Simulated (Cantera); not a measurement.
A closed system holds: 1 mol PbO, 3.5 mol C, 0.45 mol H₂, 0.43 mol CH₄, equilibrated at 0.133 bar.

Cantera equilibrium calculation (NASA polynomials, part measured and part estimated; ideal gas, pure solids and liquids). Candidate condensed phases: C, C₆H₆, C₇H₈, C₈H₁₈, H₂O, Pb, PbO, PbO₂, Pb₃O₄; 113 gas species. Equilibrium is a limit: real reactors are often held back by kinetics, nucleation or transport.

x: gas mole fraction; n: condensed amount in mol.

```json
[
 {"T (K)": "1473", "x H₂": "0.487", "x CO": "0.372", "x Pb": "0.141", "x H": "2.42e-5", "n C(graphite)": "2.93", "n Pb(l)": "0.620"},
 {"T (K)": "1548", "x H₂": "0.403", "x CO": "0.308", "x Pb": "0.288", "x H": "…", "n C(graphite)": "2.93", "n Pb(l)": "…"},
 {"T (K)": "1623", "x H₂": "0.396", "x CO": "0.302", "x Pb": "0.302", "x H": "0.000119", "n C(graphite)": "2.93", "n Pb(l)": "0"},
 {"T (K)": "1698", "x H₂": "0.396", "x CO": "0.302", "x Pb": "0.302", "x H": "0.000249", "n C(graphite)": "2.93", "n Pb(l)": "0"},
 {"T (K)": "1773", "x H₂": "0.395", "x CO": "0.302", "x Pb": "0.302", "x H": "0.000490", "n C(graphite)": "2.93", "n Pb(l)": "0"},
 {"T (K)": "1848", "x H₂": "0.395", "x CO": "0.302", "x Pb": "0.302", "x H": "0.000913", "n C(graphite)": "2.93", "n Pb(l)": "0"},
 {"T (K)": "1923", "x H₂": "0.394", "x CO": "0.302", "x Pb": "0.302", "x H": "…", "n C(graphite)": "2.93", "n Pb(l)": "0"},
 {"T (K)": "1998", "x H₂": "0.394", "x CO": "0.302", "x Pb": "0.302", "x H": "0.00276", "n C(graphite)": "2.93", "n Pb(l)": "0"},
 {"T (K)": "2073", "x H₂": "0.392", "x CO": "0.301", "x Pb": "0.301", "x H": "0.00451", "n C(graphite)": "2.93", "n Pb(l)": "0"},
 {"T (K)": "2148", "x H₂": "0.390", "x CO": "0.301", "x Pb": "0.301", "x H": "0.00713", "n C(graphite)": "2.92", "n Pb(l)": "0"},
 {"T (K)": "2223", "x H₂": "0.387", "x CO": "0.300", "x Pb": "0.300", "x H": "0.0109", "n C(graphite)": "2.92", "n Pb(l)": "0"},
 {"T (K)": "2298", "x H₂": "0.383", "x CO": "0.300", "x Pb": "0.300", "x H": "0.0162", "n C(graphite)": "2.92", "n Pb(l)": "0"},
 {"T (K)": "2373", "x H₂": "0.377", "x CO": "0.299", "x Pb": "0.299", "x H": "0.0235", "n C(graphite)": "2.91", "n Pb(l)": "0"},
 {"T (K)": "2448", "x H₂": "0.369", "x CO": "0.297", "x Pb": "0.297", "x H": "0.0331", "n C(graphite)": "2.91", "n Pb(l)": "0"}
]
```

Fill in the missing entries.


- 1923, x H: 0.00162
- 1548, x H: 5.36e-5
- 1548, n Pb(l): 0.0626
